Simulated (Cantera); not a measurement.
Equilibrium for carbon deposition, reforming and gasification: CO + H2O + H2 + N2

Feed: 1 mol CO, 0.27 mol H2O, 1 mol H2, 0.00066 mol N2, equilibrated at 0.133 bar.

These are equilibrium values from Cantera (NASA tables, ideal gas, pure condensed phases), not measurements of a reactor. Candidate condensed phases: C, C6H6, C7H8, C8H18, H2O; 136 gas species. Kinetics and transport are ignored.

```tsv
T (°C)	x H2	x CO	x H2O	x H	x CO2
1825	0.455	0.420	0.0997	0.00569	0.0187
1875	0.453	0.420	0.100	0.00768	0.0182
1925	0.451	0.420	0.100	0.0102	0.0177
1975	0.448	0.420	0.100	0.0135	0.0173
2025	0.445	0.420	0.100	0.0175	0.0169
2075	0.441	0.419	0.100	0.0225	0.0165
2125	0.436	0.418	0.0997	0.0285	0.0162
2175	0.431	0.416	0.0991	0.0358	0.0158
2225	0.425	0.415	0.0983	0.0445	0.0155
```
x: gas mole fraction; nothing condenses.

From 1825 °C to 2225 °C nothing is condensed. The main C-bearing gas is CO throughout.
